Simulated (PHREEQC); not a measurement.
Solution (25 °C): 0.82 mol HNO3, 0.0066 mol K2SO4 and 5.7e-05 mol CO2 per kg of water. Closed to the air; pH follows from the charge balance.

All values are PHREEQC results (ion-association model, phreeqc.dat), not measurements.

Precipitation was switched off in this run.

**Question.** What pH, activity of water, density does the model give?

**Answer.** pH 0.21; activity of water 0.972; density 1.024 g/cm³.

**Question.** In which forms is S present?

**Answer.** HSO4- 93 %, SO4-2 7.2 % of the S.

Caution: at this ionic strength the ion-association model is outside its range; a Pitzer model would be the better tool where its parameters exist.
